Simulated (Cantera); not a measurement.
Charge: 1 mol CaO, 1.7 mol HF, at 525 °C and 10.0 mbar.

Method: chemical equilibrium by Gibbs-energy minimisation in Cantera with the NASA 1993 tables (ideal gas, pure condensed phases). Candidate condensed phases: Ca, CaF2, CaO, Ca(OH)2, H2O; 29 gas species. Rates play no part.

Q: What is the equilibrium state?

A: 
- x(H2O) = 1.000
- x(HF) = 8.10e-6
- n(CaF2(s)) = 0.850 mol
- n(CaO(s)) = 0.150 mol
- gas amount = 0.8500 mol
- log10 activity of Ca(OH)2(s) (absent) = -2.03
- log10 activity of Ca(s) (absent) = -30.84
